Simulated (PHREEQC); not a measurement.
PHREEQC input (ion-association model, wateq4f.dat):

```
SOLUTION_MASTER_SPECIES
  An  An-  0  An  62.0  # stands for a non-complexing anion
SOLUTION_SPECIES
  An- = An-
    -log_k 0
    -gamma 3.0 0
  PO4-3 + 3H+ = H3PO4  # constants of phreeqc.dat
    -log_k 21.721
    -delta_h -10.1 kJ
PHASES
  Fix_H+
    H+ = H+
    -log_k 0
SOLUTION 1
  temp 25
  units mmol/kgw
  pH 7 charge
  As(5) 0.13
  Na 10.37
  P 0.11
  An 10
END
SELECTED_OUTPUT 1
  -reset false
  -pH true
  -pe true
  -ionic_strength true
  -water true
  -totals As Na P As(3) As(5)
  -molalities Hfo_wOH Hfo_wOH2+ Hfo_wO- Hfo_sOH Hfo_sOH2+ Hfo_sO- Hfo_wH2AsO4 Hfo_wHAsO4- Hfo_wOHAsO4-3 Hfo_wH2PO4
    Hfo_wHPO4- Hfo_wPO4-2
USER_PUNCH 1
  -headings sigma psi
  10 PUNCH EDL("sigma", "Hfo"), EDL("psi", "Hfo")
PRINT
  -reset false
USE solution 1
SURFACE 1
  Hfo_wOH 4.26966e-05 600 0.019
  Hfo_sOH 1.06742e-06
EQUILIBRIUM_PHASES 1
  Fix_H+ -3 HAn 10
    -force_equality true
  O2(g) -0.68 10
END
# ... the last block is repeated for the other 16 points of pH, with NaOH or the acid as the point needs
```

Selected output (columns that matter, 10 of 17 rows; pH added in front):

```
pH	mu	As	Na	P	m_Hfo_wOH	m_Hfo_wOH2+	m_Hfo_wO-	m_Hfo_sOH	m_Hfo_sOH2+	m_Hfo_sO-	m_Hfo_wH2AsO4	m_Hfo_wHAsO4-	sigma	psi
3	0.011471	9.5038e-05	0.01037	0.00010286	1.5906e-10	5.8929e-07	9.8354e-16	2.8804e-10	1.0671e-06	1.7811e-15	3.4732e-05	2.3012e-07	0.011674	0.042665
4	0.01048	9.5167e-05	0.01037	0.00010312	1.3276e-09	9.8424e-07	4.1026e-14	1.4379e-09	1.066e-06	4.4433e-14	3.3717e-05	1.1164e-06	0.0060361	0.024844
5	0.010383	9.6516e-05	0.01037	0.00010348	1.1654e-08	2.6805e-06	1.1608e-12	4.6208e-09	1.0628e-06	4.6024e-13	3.0255e-05	3.2289e-06	-0.00098839	-0.0042435
5.5	0.010379	9.7911e-05	0.01037	0.00010381	3.3121e-08	4.3834e-06	5.733e-12	8.0048e-09	1.0594e-06	1.3856e-12	2.7068e-05	5.0204e-06	-0.0046762	-0.019623
6.5	0.010415	0.00010265	0.01037	0.0001048	2.4895e-07	9.9034e-06	1.4337e-10	2.6175e-08	1.0412e-06	1.5074e-11	1.6908e-05	1.0434e-05	-0.012849	-0.047897
7.5	0.010534	0.00010942	0.010378	0.00010597	2.0772e-06	1.6012e-05	6.1734e-09	1.2253e-07	9.4452e-07	3.6416e-10	4.8803e-06	1.5541e-05	-0.019584	-0.064892
8.5	0.010667	0.00011847	0.010452	0.00010795	1.2767e-05	1.6125e-05	2.3158e-07	4.6793e-07	5.91e-07	8.4876e-09	4.1755e-07	8.1154e-06	-0.026081	-0.077577
9	0.010703	0.00012289	0.010477	0.00010915	2.0871e-05	1.3097e-05	7.6193e-07	6.4147e-07	4.0253e-07	2.3418e-08	7.2162e-08	2.8228e-06	-0.033358	-0.089185
10	0.010839	0.00012715	0.010598	0.00010991	3.0429e-05	5.4283e-06	3.9076e-06	8.1681e-07	1.4571e-07	1.0489e-07	1.06e-09	1.4586e-07	-0.057777	-0.11603
11	0.011976	0.00012934	0.011657	0.00010999	2.8515e-05	1.5577e-06	1.1958e-05	7.2417e-07	3.9561e-08	3.0368e-07	7.4072e-12	3.3284e-09	-0.10706	-0.14478
```

H3PO4, which wateq4f.dat lacks, is added to it with the constant of phreeqc.dat. The oxide is taken as insoluble; below pH 4 it would dissolve.
